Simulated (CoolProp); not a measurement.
Values from CoolProp's reference Helmholtz-energy equation of state, Lemmon 2006. It is a short technical equation, of lower accuracy than the large ones.

**Question.** For CH3F (R41), give the phase and the Z, cv (kJ/(kg K)) at 18.45 °C and 60.3 bar; 48.05 °C and 60.3 bar; 137.05 °C and 60.3 bar.

**Answer.** 
- 18.45 °C and 60.3 bar: liquid; Z 0.134, cv 1.22
- 48.05 °C and 60.3 bar: supercritical; Z 0.416, cv 1.48
- 137.05 °C and 60.3 bar: supercritical; Z 0.831, cv 1.17
